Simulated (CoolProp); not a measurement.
Vapour pressure (MPa) of C3F8 (R218): the reference equation beside estimates from Tc = 71.9 °C, pc = 2.640 MPa, ω = 0.317. Clausius-Clapeyron is anchored at -2.05 °C with a constant enthalpy of vaporisation of 17.07 kJ/mol.

Values from CoolProp's reference Helmholtz-energy equation of state, Lemmon 2006. It is a short technical equation, of lower accuracy than the large ones.

| T (°C) | reference | Lee-Kesler | Clausius-Clapeyron | Soave-Redlich-Kwong | Peng-Robinson |
|---|---|---|---|---|---|
| -27.75 | 0.1499 | 0.1501 | 0.1753 | 0.1499 | 0.1493 |
| -23.45 | 0.1785 | 0.1789 | 0.2025 | 0.1788 | 0.1777 |
| -19.15 | 0.2111 | 0.2118 | 0.2328 | 0.2117 | 0.2101 |
| -14.85 | 0.2480 | 0.2491 | 0.2663 | 0.2492 | 0.2469 |
| -10.55 | 0.2898 | 0.2912 | 0.3033 | 0.2915 | 0.2885 |
| -6.25 | 0.3366 | 0.3383 | 0.3440 | 0.3390 | 0.3352 |
| -2.05 | 0.3876 | 0.3897 | 0.3876 | 0.3910 | 0.3862 |
| 2.25 | 0.4456 | 0.4481 | 0.4362 | 0.4501 | 0.4444 |
| 6.55 | 0.5099 | 0.5128 | 0.4892 | 0.5158 | 0.5090 |
| 10.85 | 0.5809 | 0.5842 | 0.5467 | 0.5884 | 0.5805 |
| 15.15 | 0.6591 | 0.6627 | 0.6090 | 0.6684 | 0.6593 |
| 19.45 | 0.7448 | 0.7488 | 0.6761 | 0.7562 | 0.7459 |
| 23.75 | 0.8386 | 0.8429 | 0.7485 | 0.8522 | 0.8409 |

Absolute difference from the reference over all 13 rows, mean and median: Lee-Kesler 0.5 and 0.5 %, Clausius-Clapeyron 7.3 and 7.4 %, Soave-Redlich-Kwong 0.9 and 0.9 %, Peng-Robinson 0.3 and 0.4 %.
